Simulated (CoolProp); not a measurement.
Vapour-liquid equilibrium of CHF3 (R23) (1) + R13 (2) at 193.4 K; x and y are mole fractions of (1).

Values from CoolProp's multi-fluid Helmholtz-energy mixture model, Penoncello 2003 and Platzer 1990; pair parameters Bell 2016. This equation is an older, rougher fit; its heat capacities, sound speeds and derivatives of the liquid may be far off and weren't checked against measurements.

```tsv
x	bubble pressure (MPa)	y at the bubble point	dew pressure at overall composition x (MPa)	liquid density (mol/L)
0.05	0.1236	0.142	0.1150	14.67
0.15	0.1404	0.303	0.1244	15.05
0.25	0.1495	0.391	0.1347	15.46
0.35	0.1541	0.448	0.1454	15.93
0.45	0.1562	0.492	0.1542	16.45
0.55	0.1565	0.531	0.1561	17.03
0.65	0.1551	0.574	0.1495	17.67
0.75	0.1514	0.628	0.1395	18.39
0.85	0.1434	0.712	0.1293	19.18
0.95	0.1279	0.864	0.1197	20.05
```

y crosses x between x = 0.45 and 0.55: the model has an azeotrope there.

The pair parameters rest on a limited set of measurements; away from them the model extrapolates.
